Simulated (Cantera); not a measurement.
Input: 1 mol SiHCl₃, 7.7 mol N₂, equilibrated at 0.000110 bar.

Cantera equilibrium calculation (NASA polynomials, part measured and part estimated; ideal gas, pure solids and liquids). Candidate condensed phases: NH₄Cl, Si, Si₃N₄; 28 gas species. N₂ is the only nitrogen source here; it is nearly inert below about 1500 K, so the nitride shown seldom forms there in practice. The tables' values for SiCl₃ are old estimates; treat these amounts as uncertain. Kinetics and transport are ignored. All values below are at 1173 K.

Base state: N₂ 0.827, HCl 0.102, SiCl₄ 0.0455, SiCl₂ 0.0132, SiCl₃ 0.00780, H₂ 0.00466, SiHCl₃ 4.85e-5, Cl 1.47e-5 (mole fractions); condensed: Si₃N₄(s).

Task: What changes in the equilibrium state with this change: pressure from 0.000110 bar to 0.190 bar?

Result: 
| species | before | after |
|---|---|---|
| N₂ | 0.827 | 0.836 |
| HCl | 0.102 | 0.0908 |
| SiCl₄ | 0.0455 | 0.0615 |
| SiCl₂ | 0.0132 | 3.07e-5 |
| H₂ | 0.00466 | 0.0110 |
| Cl | 1.47e-5 | 2.05e-7 |
| SiCl₃ | 0.00780 | 0.000438 |
| Si₃N₄(s), mol | 0.134 | 0.150 |
